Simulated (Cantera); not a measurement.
Input: 1 mol V, 1 mol N₂O, 1.5 mol N₂, at 2150 K and 13.3 mbar.

Equilibrium computed with Cantera from the NASA thermochemical tables; the gas is ideal and each condensed phase is pure. Candidate condensed phases: V, VN, VO, V₂O₃, V₂O₄, V₂O₅; 13 gas species. VO: taken at fixed stoichiometry. Rates play no part.

Base state: N₂ 0.998, VO 0.00110, V 0.000365, VO₂ 0.000364 (mole fractions); condensed: VO(l).

Task: What changes in the equilibrium state with this change: V replaced by Zr?

Result: 
```
species                  before  after
---------------------  --------  -----
N₂                        0.998  1.000
VO                      0.00110      0
V                      0.000365      0
VO₂                    0.000364      0
VO(l), mol                0.995      0
ZrN(s), mol                   0  0.500
ZrO₂(tetragonal), mol         0  0.500
```
Mutual solubility and eutectic melting of coexisting phases are not modelled. ZrN: taken at fixed stoichiometry. Condensed phases not in the tables: solid solutions among these carbides, nitrides and lower oxides. Further candidate phases: Zr, ZrN, ZrO₂.
